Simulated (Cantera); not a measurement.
Input: 1 mol HMDSO, 0.1 mol NO, 66 mol N2, at 75.0 mbar.

Cantera equilibrium calculation (NASA polynomials, part measured and part estimated; ideal gas, pure solids and liquids). Candidate condensed phases: C, C6H6, C7H8, C8H18, H2O, Si, SiC, SiO2, Si2N2O, Si3N4; 151 gas species. The feed counts by its element totals alone. Mutual solubility and eutectic melting of coexisting phases are not modelled. Kinetics and transport are ignored.

log p: log10 of the partial pressure in bar; n: condensed amount in mol.

```json
[
 {"T (K)": "875", "log p N2": "-1.18", "log p H2": "-2.04", "log p CO": "-5.15", "log p HCN": "-7.89", "log p CH4": "-4.45", "log p H": "-11.32", "log p SiO": "<-13", "n C(graphite)": "5.96", "n SiO2(β-quartz)": "0.0618", "n Si2N2O(s)": "0.969", "n SiC(s)": "0"},
 {"T (K)": "975", "log p N2": "-1.18", "log p H2": "-2.04", "log p CO": "-4.05", "log p HCN": "…", "log p CH4": "…", "log p H": "…", "log p SiO": "<-13", "n C(graphite)": "5.90", "n SiO2(β-quartz)": "…", "n Si2N2O(s)": "0.996", "n SiC(s)": "0"},
 {"T (K)": "1075", "log p N2": "-1.18", "log p H2": "-2.04", "log p CO": "-4.00", "log p HCN": "-6.41", "log p CH4": "-5.43", "log p H": "-8.85", "log p SiO": "-12.63", "n C(graphite)": "5.90", "n SiO2(β-quartz)": "0", "n Si2N2O(s)": "1.00", "n SiC(s)": "0"},
 {"T (K)": "1175", "log p N2": "-1.18", "log p H2": "-2.04", "log p CO": "-4.00", "log p HCN": "-5.86", "log p CH4": "-5.80", "log p H": "-7.93", "log p SiO": "-10.90", "n C(graphite)": "5.90", "n SiO2(β-quartz)": "0", "n Si2N2O(s)": "1.00", "n SiC(s)": "0"},
 {"T (K)": "1275", "log p N2": "-1.18", "log p H2": "-2.04", "log p CO": "-4.00", "log p HCN": "-5.40", "log p CH4": "-6.11", "log p H": "-7.15", "log p SiO": "-9.44", "n C(graphite)": "5.90", "n SiO2(β-quartz)": "0", "n Si2N2O(s)": "1.00", "n SiC(s)": "0"},
 {"T (K)": "1375", "log p N2": "-1.18", "log p H2": "-2.04", "log p CO": "-4.00", "log p HCN": "…", "log p CH4": "…", "log p H": "…", "log p SiO": "…", "n C(graphite)": "5.89", "n SiO2(β-quartz)": "0", "n Si2N2O(s)": "1.000", "n SiC(s)": "0"},
 {"T (K)": "1475", "log p N2": "-1.18", "log p H2": "-2.04", "log p CO": "-4.00", "log p HCN": "-4.67", "log p CH4": "-6.62", "log p H": "-5.91", "log p SiO": "-7.13", "n C(graphite)": "5.88", "n SiO2(β-quartz)": "0", "n Si2N2O(s)": "1.000", "n SiC(s)": "0"},
 {"T (K)": "1575", "log p N2": "-1.18", "log p H2": "-2.05", "log p CO": "-3.25", "log p HCN": "-4.37", "log p CH4": "-6.84", "log p H": "-5.41", "log p SiO": "-5.82", "n C(graphite)": "4.45", "n SiO2(β-quartz)": "0", "n Si2N2O(s)": "0.530", "n SiC(s)": "0.939"},
 {"T (K)": "1675", "log p N2": "-1.19", "log p H2": "-2.05", "log p CO": "-2.97", "log p HCN": "-4.12", "log p CH4": "-7.03", "log p H": "-4.96", "log p SiO": "-5.39", "n C(graphite)": "2.83", "n SiO2(β-quartz)": "0", "n Si2N2O(s)": "0", "n SiC(s)": "2.00"}
]
```

What belongs in the gaps?


- 1375, log p HCN: -5.01
- 1375, log p CH4: -6.39
- 1375, log p H: -6.49
- 1375, log p SiO: -8.20
- 975, log p HCN: -7.08
- 975, log p CH4: -4.98
- 975, log p H: -9.96
- 975, n SiO2(β-quartz): 0.00815
